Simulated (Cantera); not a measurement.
Input: 1 mol Al(CH3)3, 4.9 mol NH3, 8.5 mol H2, at 1.00 bar.

Equilibrium computed with Cantera from the NASA thermochemical tables; the gas is ideal and each condensed phase is pure. Candidate condensed phases: Al, AlN, C, C6H6, C7H8, C8H18; 97 gas species. The feed counts by its element totals alone. The numbers say what is thermodynamically allowed, not how fast it happens.

Over these rows the condensed part is AlN(s) + C(graphite). Partial pressures as log10 of bar:

```json
[
 {"T (K)": "1200", "1000/T (1/K)": "0.8333", "log p HCN": "-4.68", "log p H2": "-0.05", "log p N2": "-1.05"},
 {"T (K)": "1275", "1000/T (1/K)": "0.7843", "log p HCN": "-4.34", "log p H2": "-0.04", "log p N2": "-1.06"},
 {"T (K)": "1350", "1000/T (1/K)": "0.7407", "log p HCN": "-4.04", "log p H2": "-0.04", "log p N2": "-1.06"},
 {"T (K)": "1425", "1000/T (1/K)": "0.7018", "log p HCN": "-3.77", "log p H2": "-0.04", "log p N2": "-1.06"},
 {"T (K)": "1500", "1000/T (1/K)": "0.6667", "log p HCN": "?", "log p H2": "-0.04", "log p N2": "-1.06"},
 {"T (K)": "1575", "1000/T (1/K)": "0.6349", "log p HCN": "-3.31", "log p H2": "-0.04", "log p N2": "-1.06"}
]
```

### Question
Fit log p(HCN) = a + b·(1000/T) to the five rows, give the apparent enthalpy, and predict the row at 1500 K.

### Answer
Means: 1000/T = 0.7390, log p = -4.028. Sxy = -0.159979, Sxx = 0.0231681, so b = -6.91 and a = -4.028 − (-6.91)×0.7390 = 1.08.
Apparent enthalpy: −19.145 × (-6.91) = 132 kJ/mol. With the condensed phases at unit activity, C(graphite) + 1/2 H2(g) + 1/2 N2(g) = HCN(g) links this pressure to the main gases: over the six rows their terms move log p by -0.00 in all, so the slope is close to that reaction's ΔH°. The five rows lie within 0.01 of the line.
Prediction at 1500 K: 1.08 + (-6.91)×0.6667 = -3.53. The computed value is -3.53, 0.00 from the line.
